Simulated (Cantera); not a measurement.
**Low-pressure radical oxidation in H2/O2**

A perfectly stirred reactor is fed with H₂ : O₂ = 0.045 : 1 (molar parts), at 0.0263 atm; it is held at 950 K, and followed from long to short residence time.

Computed with Cantera and the H2/O2 subset of GRI-Mech 3.0, which has no nitrogen chemistry. Radical loss at walls, strong at low pressure, is not modelled. The temperature is held fixed by assumption; the heat of reaction is taken as removed at once.

```json
[
 {"τ (s)": "19", "x H₂": "0.000100", "x O₂": "0.956", "x OH": "5.47e-5", "x H": "1.57e-6", "x H₂O₂": "7.89e-8", "x HO₂": "1.36e-6", "x H₂O": "0.0439"},
 {"τ (s)": "5.4", "x H₂": "0.000211", "x O₂": "0.956", "x OH": "8.67e-5", "x H": "5.49e-6", "x H₂O₂": "1.10e-7", "x HO₂": "2.36e-6", "x H₂O": "0.0437"},
 {"τ (s)": "1.5", "x H₂": "0.000436", "x O₂": "0.956", "x OH": "0.000143", "x H": "1.96e-5", "x H₂O₂": "1.54e-7", "x HO₂": "3.94e-6", "x H₂O": "0.0435"},
 {"τ (s)": "0.41", "x H₂": "0.000887", "x O₂": "0.955", "x OH": "0.000246", "x H": "7.05e-5", "x H₂O₂": "2.19e-7", "x HO₂": "6.29e-6", "x H₂O": "0.0429"},
 {"τ (s)": "0.11", "x H₂": "0.00180", "x O₂": "0.954", "x OH": "0.000436", "x H": "0.000253", "x H₂O₂": "3.08e-7", "x HO₂": "9.38e-6", "x H₂O": "0.0418"},
 {"τ (s)": "0.031", "x H₂": "0.00352", "x O₂": "0.953", "x OH": "0.000753", "x H": "0.000822", "x H₂O₂": "4.11e-7", "x HO₂": "1.25e-5", "x H₂O": "0.0395"},
 {"τ (s)": "0.0085", "x H₂": "0.00702", "x O₂": "0.950", "x OH": "0.00125", "x H": "0.00241", "x H₂O₂": "5.10e-7", "x HO₂": "1.49e-5", "x H₂O": "0.0348"}
]
```
x: mole fraction; the columns are a selection and need not sum to one.
